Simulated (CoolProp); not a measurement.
Vapour-liquid equilibrium of dimethyl ether (1) + R134a (2) at -76.15 °C; x and y are mole fractions of (1).

Computed with CoolProp (multi-fluid Helmholtz-energy mixture model, Wu 2011 and Tillner-Roth 1994; pair parameters Bell 2016).

**Question.** Give the bubble pressure and the first vapour's composition at x = 0.425, 0.65, 0.725. Is there an azeotrope?

**Answer.** x = 0.425: 0.004614 MPa, y = 0.416; x = 0.65: 0.004707 MPa, y = 0.692; x = 0.725: 0.004806 MPa, y = 0.777. y crosses x between x = 0.425 and 0.5: the model has an azeotrope there.

The pair parameters rest on a limited set of measurements; away from them the model extrapolates.
